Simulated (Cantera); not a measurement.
Input (Python, Cantera):

```python
import numpy as np
import cantera as ct

gas = ct.Solution("gri30.yaml")
gas.TPX = 2050, 3400, {'NO': 1, 'N2': 0.5}
reactor = ct.IdealGasConstPressureReactor(gas, energy="off", clone=False)
net = ct.ReactorNet([reactor])
net.rtol, net.atol = 1e-08, 1e-18
show = ['NO', 'N2O', 'O2', 'N2', 'NO2', 'O']
times = np.geomspace(7e-06, 200, 9)

steps = ct.SolutionArray(gas, extra=["t"])
rows = []
print(f"{'t/s':>10s}{'T/K':>9s}{'P/Pa':>11s}" + "".join(f"{s:>11s}" for s in show))
for t in times:
    while net.time < t:
        t_next = net.step()
        steps.append(gas.state, t=t_next)
    rows.append([np.interp(t, steps.t, y) for y in (steps.T, steps.P, *steps(*show).X.T)])
    print(f"{t:10.3e}{rows[-1][0]:9.1f}{rows[-1][1]:11.4g}" + "".join(f"{x:11.3e}" for x in rows[-1][2:]))
rate = np.gradient(steps.T, steps.t)
print("integrator steps:", len(steps.t))
if steps.T.max() > steps.T[0] + 200:
    print(f"time of steepest temperature rise: {steps.t[rate.argmax()]:.4e} s")
gas.TPX = 2050, 3400, {'NO': 1, 'N2': 0.5}
gas.equilibrate("TP")
print(f"equilibrium (TP): T = {gas.T:.1f} K  " + "  ".join(f"{s} {gas[s].X[0]:.3e}" for s in show))
```

It prints:

```
       t/s      T/K       P/Pa         NO        N2O         O2         N2        NO2          O
 7.000e-06   2050.0       3400  6.667e-01  1.750e-07  2.660e-11  3.333e-01  3.683e-11  1.751e-07
 5.985e-05   2050.0       3400  6.667e-01  1.492e-06  1.966e-09  3.333e-01  2.684e-09  1.500e-06
 5.118e-04   2050.0       3400  6.666e-01  1.243e-05  1.446e-07  3.333e-01  1.760e-07  1.300e-05
 4.376e-03   2050.0       3400  6.664e-01  8.522e-05  1.246e-05  3.334e-01  6.455e-06  1.243e-04
 3.742e-02   2050.0       3400  6.632e-01  1.737e-04  1.153e-03  3.347e-01  3.340e-05  7.154e-04
 3.199e-01   2050.0       3400  6.302e-01  1.435e-04  1.744e-02  3.511e-01  5.572e-05  1.021e-03
 2.736e+00   2050.0       3400  3.351e-01  3.112e-05  1.642e-01  4.983e-01  8.541e-05  2.233e-03
 2.339e+01   2050.0       3400  1.339e-02  1.134e-07  3.246e-01  6.590e-01  4.870e-06  3.025e-03
 2.000e+02   2050.0       3400  1.004e-02  9.493e-08  3.263e-01  6.606e-01  3.660e-06  3.032e-03
integrator steps: 1181
equilibrium (TP): T = 2050.0 K  NO 1.004e-02  N2O 9.493e-08  O2 3.263e-01  N2 6.606e-01  NO2 3.660e-06  O 3.032e-03
```

Computed with Cantera and GRI-Mech 3.0 (53 species, 325 reactions). Radical loss at walls, strong at low pressure, is not modelled.
